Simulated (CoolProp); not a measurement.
Aqueous calcium chloride as a coolant, at -7 °C, 1 atm.

Computed with CoolProp (Melinder's fits for secondary coolants).

| mass % | freezing point (°C) | cp (kJ/(kg K)) | Prandtl number | density (kg/m³) | viscosity (mPa s) |
|---|---|---|---|---|---|
| 14.7 | -10.7 | 3.290 | 19.6 | 1134 | 3.21 |
| 17.4 | [?] | 3.152 | [?] | 1160 | 3.54 |
| 20.1 | -18.4 | 3.029 | [?] | 1187 | 3.95 |
| 22.8 | [?] | 2.922 | 24.6 | 1215 | 4.48 |
| 25.5 | -30.5 | 2.831 | [?] | 1245 | 5.16 |
| 28.2 | -39.8 | 2.751 | 31.9 | 1275 | 6.09 |

Question: Complete the blanks.

Answer: 
- 17.4, freezing point (°C): -14.2
- 17.4, Prandtl number: 20.7
- 20.1, Prandtl number: 22.4
- 22.8, freezing point (°C): -23.7
- 25.5, Prandtl number: 27.6
